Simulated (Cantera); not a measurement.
Input (Python, Cantera):

```python
import numpy as np
import cantera as ct

gas = ct.Solution("gri30.yaml")
gas.TPX = 1225, 101325, {'CO': 0.0011, 'O2': 0.064, 'H2O': 0.0049, 'N2': 1}
reactor = ct.IdealGasConstPressureReactor(gas, energy="off", clone=False)
net = ct.ReactorNet([reactor])
net.rtol, net.atol = 1e-08, 1e-18
show = ['CO', 'O2', 'H2O', 'OH', 'NO2']
times = np.geomspace(9e-06, 100, 14)

steps = ct.SolutionArray(gas, extra=["t"])
rows = []
print(f"{'t/s':>10s}{'T/K':>9s}{'P/Pa':>11s}" + "".join(f"{s:>11s}" for s in show))
for t in times:
    while net.time < t:
        t_next = net.step()
        steps.append(gas.state, t=t_next)
    rows.append([np.interp(t, steps.t, y) for y in (steps.T, steps.P, *steps(*show).X.T)])
    print(f"{t:10.3e}{rows[-1][0]:9.1f}{rows[-1][1]:11.4g}" + "".join(f"{x:11.3e}" for x in rows[-1][2:]))
rate = np.gradient(steps.T, steps.t)
print("integrator steps:", len(steps.t))
if steps.T.max() > steps.T[0] + 200:
    print(f"time of steepest temperature rise: {steps.t[rate.argmax()]:.4e} s")
gas.TPX = 1225, 101325, {'CO': 0.0011, 'O2': 0.064, 'H2O': 0.0049, 'N2': 1}
gas.equilibrate("TP")
print(f"equilibrium (TP): T = {gas.T:.1f} K  " + "  ".join(f"{s} {gas[s].X[0]:.3e}" for s in show))
```

Result:

```
       t/s      T/K       P/Pa         CO         O2        H2O         OH        NO2
 9.000e-06   1225.0  1.013e+05  1.028e-03  5.981e-02  4.579e-03  2.196e-12  1.044e-28
 3.135e-05   1225.0  1.013e+05  1.028e-03  5.981e-02  4.579e-03  1.038e-11  5.328e-27
 1.092e-04   1225.0  1.013e+05  1.028e-03  5.981e-02  4.579e-03  6.823e-11  2.638e-25
 3.804e-04   1225.0  1.013e+05  1.028e-03  5.981e-02  4.579e-03  5.959e-10  1.622e-23
 1.325e-03   1225.0  1.013e+05  1.028e-03  5.981e-02  4.579e-03  7.271e-09  3.650e-21
 4.615e-03   1225.0  1.013e+05  1.026e-03  5.981e-02  4.579e-03  9.668e-07  1.449e-16
 1.607e-02   1225.0  1.013e+05  4.741e-04  5.953e-02  4.564e-03  2.680e-05  3.456e-11
 5.599e-02   1225.0  1.013e+05  6.772e-05  5.936e-02  4.575e-03  1.152e-05  2.130e-10
 1.950e-01   1225.0  1.013e+05  5.326e-06  5.933e-02  4.580e-03  3.954e-06  2.358e-10
 6.793e-01   1225.0  1.013e+05  2.700e-07  5.933e-02  4.581e-03  1.377e-06  1.128e-10
 2.366e+00   1225.0  1.013e+05  3.469e-09  5.933e-02  4.581e-03  7.495e-07  8.224e-11
 8.242e+00   1225.0  1.013e+05  1.336e-10  5.933e-02  4.581e-03  6.571e-07  8.602e-11
 2.871e+01   1225.0  1.013e+05  1.311e-10  5.933e-02  4.581e-03  6.515e-07  8.722e-11
 1.000e+02   1225.0  1.013e+05  1.311e-10  5.933e-02  4.581e-03  6.515e-07  9.019e-11
integrator steps: 1328
equilibrium (TP): T = 1225.0 K  CO 1.312e-10  O2 5.926e-02  H2O 4.581e-03  OH 6.513e-07  NO2 1.098e-06
```

Model: GRI-Mech 3.0 (53 species, 325 reactions), integrated in Cantera.
